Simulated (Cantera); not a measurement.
# Hydrocarbon pyrolysis for carbon deposition

A perfectly stirred reactor is fed with 19.2 % C2H6, 80.8 % N2, at 450 Torr; it is held at 1225 K, and followed from long to short residence time.

Computed with Cantera and GRI-Mech 3.0 (53 species, 325 reactions). GRI-Mech 3.0 stops at C3 and has no aromatics, soot or wall deposition, so with more carbon than oxygen in the feed, carbon stays in small species such as C2H2 where larger ones or solid carbon would form.

```tsv
τ (s)	x C2H6	x HCN	x C2H	x CH3	x C2H4
0.57	0.00590	1.07e-11	1.83e-10	1.21e-5	0.0811
0.33	0.00844	9.90e-12	1.89e-10	1.39e-5	0.0871
0.19	0.0124	9.22e-12	1.86e-10	1.61e-5	0.0933
0.11	0.0184	8.61e-12	1.71e-10	1.91e-5	0.0985
0.061	0.0288	7.93e-12	1.42e-10	2.32e-5	0.101
0.035	0.0438	7.22e-12	1.08e-10	2.80e-5	0.0984
0.020	0.0655	6.49e-12	7.55e-11	3.38e-5	0.0887
0.011	0.0949	5.79e-12	4.77e-11	4.03e-5	0.0709
0.0064	0.123	5.28e-12	3.03e-11	4.55e-5	0.0519
0.0037	0.147	4.86e-12	1.88e-11	4.92e-5	0.0345
```
x: mole fraction; the columns are a selection and need not sum to one.
